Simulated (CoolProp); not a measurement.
Properties of R227EA along the isotherm 109.45 °C.

Model: reference Helmholtz-energy equation of state, Lemmon 2016, in CoolProp.

```
p (MPa)          phase       Z  Joule-Thomson coefficient (K/MPa)  expansivity (1/kK)  viscosity (µPa s)  conductivity (mW/(m K))
-------  -------------  ------  ---------------------------------  ------------------  -----------------  -----------------------
0.0463             gas  0.9949                              7.893               2.661               14.9                     19.8
0.0822             gas  0.9910                              7.930               2.699               14.9                     19.8
0.146              gas  0.9839                              7.997               2.768               14.9                     19.8
0.26               gas  0.9711                              8.122               2.898               14.9                     19.9
0.463              gas  0.9478                              8.362               3.155               15.0                     20.1
0.822              gas  0.9047                              8.851               3.706               15.1                     20.5
1.46               gas  0.8203                              9.999               5.190               15.6                     21.5
2.6                gas  0.6202                              13.68               13.78               18.0                     26.6
4.63     supercritical  0.2676                              2.447               12.88               71.0                     42.7
8.22     supercritical  0.4083                             0.6805               5.229                102                     46.8
14.6     supercritical  0.6588                             0.1457               3.181                135                     52.0
```

Viscosity comes from a separate model (Huber 2003), an estimate that may be off by 10 % or more. Thermal conductivity comes from a separate model (Huber 2003), an estimate that may be off by 10 % or more.
